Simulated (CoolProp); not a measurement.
A closed Brayton cycle with carbon dioxide: compressor inlet 333.15 K and 8.3 MPa, high pressure 26.5 MPa, turbine inlet 845 K, compressor efficiency 0.89, turbine efficiency 0.85, recuperator effectiveness 0.95 (on enthalpy, no pinch check). Each further row changes one setting.

Model: reference Helmholtz-energy equation of state, Span 1996, in CoolProp.

```tsv
case	thermal efficiency (%)	net work (kJ/kg)	compressor to turbine work	compressor exit (K)	turbine exit (K)
as stated	34.0	80.6	0.45	435.1	712.5
turbine inlet 795 K	31.5	?	0.48	435.1	667.0
compressor inlet 343.15 K	?	74.4	?	450.3	712.5
high pressure 22.5 MPa	34.0	?	0.43	?	?
recuperator effectiveness 0.5	21.2	80.6	0.45	435.1	712.5
```

Task: Some entries are withheld; supply them.

Result: 
- turbine inlet 795 K, net work (kJ/kg): 70.7
- compressor inlet 343.15 K, thermal efficiency (%): 32.4
- compressor inlet 343.15 K, compressor to turbine work: 0.49
- high pressure 22.5 MPa, net work (kJ/kg): 72.8
- high pressure 22.5 MPa, compressor exit (K): 420.2
- high pressure 22.5 MPa, turbine exit (K): 730.5
